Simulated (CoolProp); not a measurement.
The fluid at 293.15 K and 1.25 MPa flows at 0.13 m/s in a round tube of 50 mm bore and 0.25 µm roughness, fully developed (64/Re and Nu = 3.66 if laminar; Colebrook and Gnielinski if turbulent). The same conditions are run with several fluids, on thermodynamics alone (safety and materials aside).

The numbers come from the reference Helmholtz-energy equation of state of each fluid (normal hydrogen: Leachman 2009; nitrogen: Span 2000; CF4 (R14): Platzer 1990; R13: Platzer 1990; carbon dioxide: Span 1996) in CoolProp. The equations of Platzer and Polt are older, rougher fits.

```
fluid            Reynolds number  Darcy friction factor  pressure drop (Pa/m)  heat-transfer coefficient (W/(m² K))  mass flow (kg/h)
---------------  ---------------  ---------------------  --------------------  ------------------------------------  ----------------
normal hydrogen              758                 0.0845                     …                                  13.5             0.943
nitrogen                    5280                      …                0.0896                                  8.88              13.2
CF4 (R14)                  17500                 0.0268                 0.215                                  15.7              43.6
R13                        27700                 0.0239                 0.250                                  18.5                 …
carbon dioxide             10600                 0.0304                 0.125                                  11.3              22.3
```

Fill in the missing entries.


- normal hydrogen, pressure drop (Pa/m): 0.0147
- nitrogen, Darcy friction factor: 0.0368
- R13, mass flow (kg/h): 56.7

Transport values come from each fluid's own correlations; those of CF4 (R14), R13 are estimates that may be off by 10 % or more.
